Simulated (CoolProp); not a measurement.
A Linde-Hampson liquefier for normal hydrogen: isothermal reversible compression at 250 K from 1 atm to 25 MPa, throttling to 1 atm, return gas leaving the recuperator 2 K below the feed. Each further row changes one setting.

The numbers come from the reference Helmholtz-energy equation of state, Leachman 2009 in CoolProp.

| case | compression work (kJ/kg of gas) |
|---|---|
| as stated | 5850 |
| high pressure 50 MPa | 6760 |
| warm-end temperature 280 K | 6540 |
| warm-end gap 7 K | 5850 |
